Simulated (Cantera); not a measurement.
A perfectly stirred reactor is fed with CO : H2 : O2 : N2 = 1 : 1.1 : 1.72 : 6.47 (molar parts), equivalence ratio 0.61, at 2.40 bar; it is adiabatic with a 800 K inlet, and is followed from long to short residence time, starting on the burning branch (τ in s: 0.25, 0.084, 0.028, 0.0095, 0.0032, 0.0011, 0.00036, 0.00012, 4.1e-05, 1.4e-05, 4.7e-06).

Cantera simulation using GRI-Mech 3.0 (53 species, 325 reactions); the numbers are that mechanism's predictions, not measurements. The hydrogen kinetics of GRI-Mech 3.0 are dated; newer H2 mechanisms differ, most at raised pressure.

What does this change do: inlet temperature 800 to 673 K?


| quantity | before | after |
|---|---|---|
| blow-out, bracketed by the residence times tried | burning at 14.0 µs, out at 4.70 µs | burning at 14.0 µs, out at 4.70 µs |
| x(CO) at τ = 0.250 s | 0.00277 | 0.00162 |
| x(H2) at τ = 0.250 s | 0.000549 | 0.000335 |
| x(O2) at τ = 0.250 s | 0.0691 | 0.0702 |
| x(NO2) at τ = 0.250 s | 6.71e-6 | 4.83e-6 |
| x(NO) at τ = 0.250 s | 0.00661 | 0.00421 |
| x(CO) at τ = 1.10 ms | 0.0100 | 0.00905 |
| x(H2) at τ = 1.10 ms | 0.00194 | 0.00178 |
| x(O2) at τ = 1.10 ms | 0.0744 | 0.0744 |
| x(NO2) at τ = 1.10 ms | 2.82e-7 | 1.61e-7 |
| x(NO) at τ = 1.10 ms | 0.000273 | 0.000139 |

What does this change do: pressure from 2.40 bar to 1.01 bar?


| quantity | before | after |
|---|---|---|
| blow-out, bracketed by the residence times tried | burning at 14.0 µs, out at 4.70 µs | burning at 41.0 µs, out at 14.0 µs |
| x(CO) at τ = 0.250 s | 0.00277 | 0.00397 |
| x(H2) at τ = 0.250 s | 0.000549 | 0.000795 |
| x(O2) at τ = 0.250 s | 0.0691 | 0.0699 |
| x(NO2) at τ = 0.250 s | 6.71e-6 | 3.75e-6 |
| x(NO) at τ = 0.250 s | 0.00661 | 0.00560 |
| x(CO) at τ = 1.10 ms | 0.0100 | 0.0189 |
| x(H2) at τ = 1.10 ms | 0.00194 | 0.00430 |
| x(O2) at τ = 1.10 ms | 0.0744 | 0.0773 |
| x(NO2) at τ = 1.10 ms | 2.82e-7 | 4.70e-8 |
| x(NO) at τ = 1.10 ms | 0.000273 | 0.000128 |

What does this change do: inlet temperature 800 to 400 K?


```tsv
quantity	before	after
blow-out, bracketed by the residence times tried	burning at 14.0 µs, out at 4.70 µs	burning at 41.0 µs, out at 14.0 µs
x(CO) at τ = 0.250 s	0.00277	0.000461
x(H2) at τ = 0.250 s	0.000549	0.000104
x(O2) at τ = 0.250 s	0.0691	0.0720
x(NO2) at τ = 0.250 s	6.71e-6	8.01e-7
x(NO) at τ = 0.250 s	0.00661	0.000494
x(CO) at τ = 1.10 ms	0.0100	0.00756
x(H2) at τ = 1.10 ms	0.00194	0.00152
x(O2) at τ = 1.10 ms	0.0744	0.0745
x(NO2) at τ = 1.10 ms	2.82e-7	5.68e-8
x(NO) at τ = 1.10 ms	0.000273	3.69e-5
```
